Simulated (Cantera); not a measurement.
An adiabatic, constant-pressure homogeneous reactor starts with CH4 : O2 : N2 : H2O = 1 : 6.45 : 24.3 : 0.72 (molar parts), equivalence ratio 0.31, at 1700 K and 100000 Pa. Integrator tolerance rtol = 1e-08.

Model: GRI-Mech 3.0 (53 species, 325 reactions), integrated in Cantera.

```
quantity                                                              before                                    after
---------------------------------  -----------------------------------------  ---------------------------------------
time of steepest temperature rise                                   0.193 ms                                 0.199 ms
temperature at 0.600 s                                                2279 K                                   1953 K
equilibrium temperature                                               2279 K                                   1941 K
x(CH4) at 0.600 s                      <1e-12 (gas-phase equilibrium <1e-12)    <1e-12 (gas-phase equilibrium <1e-12)
x(O2) at 0.600 s                         0.129 (gas-phase equilibrium 0.129)      0.178 (gas-phase equilibrium 0.175)
x(H2O) at 0.600 s                      0.0803 (gas-phase equilibrium 0.0803)    0.0459 (gas-phase equilibrium 0.0459)
x(CH2) at 0.600 s                      <1e-12 (gas-phase equilibrium <1e-12)    <1e-12 (gas-phase equilibrium <1e-12)
x(H2) at 0.600 s                   0.000413 (gas-phase equilibrium 0.000413)  2.20e-5 (gas-phase equilibrium 2.01e-5)
```

Question: What was changed between the two runs?
(A) O2 6.45 to 2.2 parts
(B) initial temperature 1700 to 1200 K
(C) initial temperature 1700 to 1625 K
(D) CH4 1 to 0.38 parts

Answer: D, CH4 1 to 0.38 parts
